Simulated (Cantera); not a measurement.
Charge: 1 mol SiCl4, 0.044 mol Cl2, 37 mol N2, equilibrated at 1 atm.

These are equilibrium values from Cantera (NASA tables, ideal gas, pure condensed phases), not measurements of a reactor. Candidate condensed phases: Si, Si3N4; 13 gas species. The numbers say what is thermodynamically allowed, not how fast it happens. All values below are at 1423 K.

Base state: N2 0.972, SiCl4 0.0263, Cl 0.000897, Cl2 0.000712 (mole fractions); condensed: gas only.

Q: What changes in the equilibrium state with this change: pressure from 1 atm to 1.33 mbar?

A: 
```
species    before     after
-------  --------  --------
N2          0.972     0.969
SiCl4      0.0263    0.0245
Cl       0.000897   0.00429
SiCl2     1.35e-8  0.000316
SiCl3     9.45e-6   0.00140
```
The tables' values for SiCl3 are old estimates; treat these amounts as uncertain.
